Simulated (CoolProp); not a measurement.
CH3F (R41) along the isobar 8200 kPa: density (kg/m³) from the reference equation and from simpler models built on Tc = 317.3 K, pc = 5906 kPa, ω = 0.200; each cubic takes its own stable root.

The numbers come from the reference Helmholtz-energy equation of state, Lemmon 2006 in CoolProp. It is a short technical equation, of lower accuracy than the large ones.

```tsv
T (K)	phase	reference	Redlich-Kwong	Soave-Redlich-Kwong
174.8	liquid	930.1	725.7	736.9
201.1	liquid	[?]	[?]	699.4
227.4	liquid	[?]	638.6	655.0
253.7	liquid	761.9	584.5	601.2
280	liquid	687.8	519.0	533.5
306.2	liquid	588.0	[?]	[?]
332.5	supercritical	[?]	285.5	264.2
358.8	supercritical	[?]	157.0	[?]
```

Question: Complete the blanks.

Answer: 
- 201.1, reference: 879.3
- 201.1, Redlich-Kwong: 685.1
- 227.4, reference: 824.0
- 306.2, Redlich-Kwong: 433.1
- 306.2, Soave-Redlich-Kwong: 440.2
- 332.5, reference: 343.7
- 358.8, reference: 160.8
- 358.8, Soave-Redlich-Kwong: 146.8
